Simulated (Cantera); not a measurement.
# Premixed flame

A freely propagating, adiabatic, planar premixed flame of 12.0 % CH₄, 18.5 % O₂, 69.5 % N₂, equivalence ratio 1.3, unburnt at 650 K and 2.90 bar; mixture-averaged transport, grid criteria slope 0.08 and curve 0.16, no radiation.

Cantera simulation using GRI-Mech 3.0 (53 species, 325 reactions); the numbers are that mechanism's predictions, not measurements. Burning velocities carry a grid error of a few per cent, more on coarse grids.

| z (mm) | T (K) | u (m/s) | x CH₄ | x O₂ | x NO | x C₂H | x CH₃ | x CO₂ |
|---|---|---|---|---|---|---|---|---|
| -0.505 | 651 | 0.814 | 0.120 | 0.185 | <1e-8 | <1e-8 | 3.76e-8 | 7.92e-7 |
| -0.337 | 656 | 0.824 | 0.119 | 0.183 | 3.46e-8 | <1e-8 | 3.45e-7 | 1.10e-5 |
| -0.253 | 675 | 0.853 | 0.117 | 0.181 | 1.77e-7 | <1e-8 | 1.71e-6 | 7.17e-5 |
| -0.168 | 783 | 1.000 | 0.107 | 0.172 | 1.33e-6 | <1e-8 | 1.74e-5 | 0.000675 |
| -0.0842 | 1227 | 1.60 | 0.0720 | 0.129 | 9.84e-6 | <1e-8 | 0.000522 | 0.00557 |
| -0.0421 | 1621 | 2.14 | 0.0392 | 0.0851 | 2.08e-5 | 5.24e-8 | 0.00246 | 0.0128 |
| 0 | 1979 | 2.64 | 0.0107 | 0.0383 | 3.90e-5 | 1.36e-6 | 0.00345 | 0.0236 |
| 0.0421 | 2150 | 2.87 | 0.00135 | 0.0125 | 6.70e-5 | 2.16e-6 | 0.00105 | 0.0342 |
| 0.0842 | 2201 | 2.93 | 0.000134 | 0.00405 | 9.40e-5 | 6.11e-7 | 0.000149 | 0.0417 |
| 0.168 | 2230 | 2.96 | 2.08e-6 | 0.00100 | 0.000121 | 2.13e-8 | 2.71e-6 | 0.0480 |
| 0.337 | 2256 | 2.99 | <1e-8 | 0.000471 | 0.000135 | <1e-8 | <1e-8 | 0.0499 |
| 0.674 | 2280 | 3.01 | <1e-8 | 0.000232 | 0.000141 | <1e-8 | <1e-8 | 0.0500 |
| 1.35 | 2297 | 3.04 | <1e-8 | 9.75e-5 | 0.000144 | <1e-8 | <1e-8 | 0.0499 |
x: mole fraction of selected species; z is measured from the peak of heat release.

| Quantity | Value |
|---|---|
| laminar burning velocity | 81.1 cm/s |
| thermal thickness | 0.168 mm |
| peak x(C₂H) | 2.43e-6 |
| peak x(CH₃) | 0.00372 |
| grid points | 146 |
